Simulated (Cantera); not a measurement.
Input: 1 mol Si, 10 mol HCl, 9.5 mol N2, equilibrated at 0.0743 Torr.

Method: chemical equilibrium by Gibbs-energy minimisation in Cantera with the NASA 1993 tables (ideal gas, pure condensed phases). Candidate condensed phases: NH4Cl, Si, Si3N4; 28 gas species. N2 is the only nitrogen source here; it is nearly inert below about 1500 K, so the nitride shown seldom forms there in practice. The numbers say what is thermodynamically allowed, not how fast it happens.

Question: Which condensed phases are stable at each of these points (T (K)): 498, 598, 698, 798, 898, 998, 1098, 1198, 1298, 1398, 1498, 1598, 1698?

Answer: 
```tsv
T (K)	condensed phases	Si condensed (%)
498	gas only	0.0
598	gas only	0.0
698	gas only	0.0
798	gas only	0.0
898	Si3N4(s)	8.7
998	Si3N4(s)	15.9
1098	Si3N4(s)	17.8
1198	gas only	0.0
1298	gas only	0.0
1398	gas only	0.0
1498	gas only	0.0
1598	gas only	0.0
1698	gas only	0.0
```

From 498 K to 798 K nothing is condensed. From 898 K to 1098 K the condensed part is Si3N4(s). From 1198 K to 1698 K nothing is condensed.
